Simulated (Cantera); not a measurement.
Thermodynamics of titanium nitride, carbide and oxide coatings, feed Ti(OiPr)₄ + H₂ + CO₂

Input: 1 mol Ti(OiPr)₄, 120 mol H₂, 0.00069 mol CO₂, equilibrated at 1000 Pa.

Cantera equilibrium calculation (NASA polynomials, part measured and part estimated; ideal gas, pure solids and liquids). Candidate condensed phases: C, C₆H₆, C₇H₈, C₈H₁₈, H₂O, Ti, TiC, TiO, TiO₂, Ti₂O₃, Ti₃O₅, Ti₄O₇; 113 gas species. The feed counts by its element totals alone. TiC: taken at fixed stoichiometry. The numbers say what is thermodynamically allowed, not how fast it happens.

```
T (K)   x H₂    x CO       x H  x C₂H₂ (acetylene)    x CH₄    x CH₃     x C₂H    x C₄H₂  n C(graphite)  n TiC(s)
-----  -----  ------  --------  ------------------  -------  -------  --------  --------  -------------  --------
1475   0.971  0.0290  0.000128             6.47e-6  2.74e-5  7.29e-8  1.37e-12  1.65e-11           6.99      1.00
1525   0.971  0.0290  0.000233             1.17e-5  2.15e-5  1.05e-7  6.18e-12  5.44e-11           6.99      1.00
1575   0.971  0.0290  0.000409             2.05e-5  1.71e-5  1.47e-7  2.53e-11  1.67e-10           6.99      1.00
1625   0.970  0.0290  0.000695             3.45e-5  1.38e-5  2.02e-7  9.49e-11  4.76e-10           6.99      1.00
1675   0.970  0.0290   0.00114             5.63e-5  1.13e-5  2.72e-7  3.29e-10   1.28e-9           6.98      1.00
1725   0.969  0.0290   0.00183             8.93e-5  9.38e-6  3.60e-7   1.06e-9   3.23e-9           6.97      1.00
1775   0.968  0.0290   0.00285            0.000138  7.85e-6  4.68e-7   3.19e-9   7.73e-9           6.96      1.00
1825   0.967  0.0289   0.00433            0.000208  6.62e-6  5.99e-7   9.04e-9   1.77e-8           6.94      1.00
1875   0.964  0.0289   0.00644            0.000306  5.63e-6  7.56e-7   2.42e-8   3.85e-8           6.91     1.000
1925   0.961  0.0289   0.00937            0.000440  4.83e-6  9.41e-7   6.16e-8   8.05e-8           6.88     1.000
1975   0.957  0.0288    0.0134            0.000622  4.16e-6  1.16e-6   1.49e-7   1.62e-7           6.83     1.000
2025   0.952  0.0287    0.0188            0.000861  3.60e-6  1.40e-6   3.46e-7   3.14e-7           6.76     1.000
2075   0.944  0.0286    0.0259             0.00117  3.13e-6  1.68e-6   7.68e-7   5.87e-7           6.67     1.000
```
x: gas mole fraction; n: condensed amount in mol.

From 1475 K to 2075 K the condensed part is C(graphite) + TiC(s).
